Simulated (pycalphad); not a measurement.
An equivalent pycalphad script:

```python
from pycalphad import Database, equilibrium, calculate, variables as v
import numpy as np
db = Database('COST507.tdb')
comps = ['TI', 'AL', 'C', 'VA']
phases = ['AL11TI5', 'AL2TI', 'AL3M_D022', 'AL4C3', 'ALM_D019', 'ALTI', 'BCC_A2', 'FCC_A1', 'GRAPHITE', 'HCP_A3', 'LIQUID']
eq = equilibrium(db, comps, phases, {v.X('AL'): 0.0558, v.X('C'): 0.0137, v.T: np.arange(2850, 499, -40), v.P: 101325, v.N: 1}, output=['HM', 'SM'])
```

All values are pycalphad results on the COST 507 light-alloy database (1999) (1 atm), not direct measurements. No gas phase is included, though pure Al would boil below 2850 K. The data set is of 1999 and partly superseded. The system is extrapolated from its subsystems; higher-order compounds may be missing. Amounts are mole fractions of atoms. Kinetics are ignored, which matters at the lower temperatures.

Results at three of the temperatures:

```
T = 1770.00 K, P = 101325 Pa, N = 1 mol of atoms
G = -112457 J/mol, H = 41326 J/mol, S = 86.88 J/(mol K)  (SER reference)
chemical potentials (J/mol): Ti -106293, Al -181587, C -249514
phase             fraction      x(Ti)      x(Al)       x(C)
BCC_A2              0.9979     0.9310     0.0559     0.0131
FCC_A1              0.0021     0.6746   1.26e-08     0.3254
```

```
T = 1730.00 K, P = 101325 Pa, N = 1 mol of atoms
G = -108999 J/mol, H = 39847 J/mol, S = 86.04 J/(mol K)  (SER reference)
chemical potentials (J/mol): Ti -102758, Al -178833, C -248444
phase             fraction      x(Ti)      x(Al)       x(C)
BCC_A2              0.9944     0.9320     0.0561     0.0119
FCC_A1              0.0056     0.6728   8.72e-09     0.3272
```

```
T = 770.00 K, P = 101325 Pa, N = 1 mol of atoms
G = -39168 J/mol, H = 4092 J/mol, S = 56.18 J/(mol K)  (SER reference)
chemical potentials (J/mol): Ti -31154, Al -126031, C -229645
phase             fraction      x(Ti)      x(Al)       x(C)
HCP_A3              0.9623     0.9420     0.0580   5.93e-05
FCC_A1              0.0377     0.6380   6.38e-15     0.3620
```

Changes of the phase set, refined by bisection:

```tsv
T (K)	phases above	phases below
1954.0	liquid	bcc + liquid
1946.8	bcc + liquid	bcc
1792.5	bcc	bcc + fcc
1234.6	bcc + fcc	bcc + fcc + hcp
1217.1	bcc + fcc + hcp	fcc + hcp
```

FCC_A1 is fcc; BCC_A2 is bcc; HCP_A3 is hcp. The fcc model also describes the rock-salt carbide or nitride (TiC, TiN, HfC).
